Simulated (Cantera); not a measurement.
A diamond (100) surface in a fixed gas of H2 with x(CH4) = 0.0038, x(H) = 0.011, x(CH3) = 0.00011, 24000 Pa; coverages are run to steady state.

Detailed kinetics in Cantera: the Harris–Goodwin 1993 mechanism for the reconstructed diamond (100) surface.

One state of this run: growth (µm/h) = 12.4; θ c6HH = 0.615; θ c6H* = 0.0166; θ c6*H = 0.352; θ c6** = 0.00813; θ c6HM = 0.00602. θ: site fractions in the mechanism's names (c6HH fully hydrogenated, c6H* and c6*H radical sites, c6** diradical, c6HM methylated).

Which value of T (K) does it belong to?
(A) 1350
(B) 975
(C) 1275
(D) 900

B, 975
